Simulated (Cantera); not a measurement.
Charge: 1 mol trisilylamine, 0.38 mol N2, equilibrated at 1150 K and 0.0290 bar.

Cantera equilibrium calculation (NASA polynomials, part measured and part estimated; ideal gas, pure solids and liquids). Candidate condensed phases: Si, Si3N4; 18 gas species. The feed counts by its element totals alone. Mutual solubility and eutectic melting of coexisting phases are not modelled. Kinetics and transport are ignored.

Base state: H2 1.000 (mole fractions); condensed: Si(s) + Si3N4(s).

Problem. What changes in the equilibrium state with this change: temperature from 1150 K to 1848.15 K?

Solution. 
| species | before | after |
|---|---|---|
| H2 | 1.000 | 0.834 |
| N2 | 1.95e-7 | 0.163 |
| H | 4.38e-7 | 0.00285 |
| Si | <1e-9 | 0.000217 |
| SiH | <1e-9 | 3.36e-5 |
| SiH2 | 4.15e-9 | 3.47e-5 |
| Si(s), mol | 1.68 | 0 |
| Si3N4(s), mol | 0.440 | 0 |
| Si(l), mol | 0 | 3.00 |
Gases not in the tables: Si2H6 and higher silanes.
